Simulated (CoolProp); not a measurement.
Model: reference Helmholtz-energy equation of state, Bücker 2006, in CoolProp.

### Question
Give the vapour pressure (MPa), enthalpy of vaporisation (kJ/kg), vapour viscosity (µPa s) of saturated ethane at -58.05 °C.

### Answer
| T (°C) | p (MPa) | enthalpy of vaporisation (kJ/kg) | vapour viscosity (µPa s) |
|---|---|---|---|
| -58.05 | 0.409 | 444 | 6.91 |

Viscosity comes from a separate model (Friend 1991).
